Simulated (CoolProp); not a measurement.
Computed with CoolProp (reference Helmholtz-energy equation of state, Gedanitz 2015).

### Question
For cyclopentane, give the phase and the cv (kJ/(kg K)), Joule-Thomson coefficient (K/MPa), expansivity (1/kK) at 204.45 °C and 12.7 MPa; 214.25 °C and 12.7 MPa; 223.95 °C and 12.7 MPa.

### Answer
- 204.45 °C and 12.7 MPa: liquid; cv 2.05, Joule-Thomson coefficient 0.0737, expansivity 2.33
- 214.25 °C and 12.7 MPa: liquid; cv 2.09, Joule-Thomson coefficient 0.135, expansivity 2.47
- 223.95 °C and 12.7 MPa: liquid; cv 2.13, Joule-Thomson coefficient 0.204, expansivity 2.63
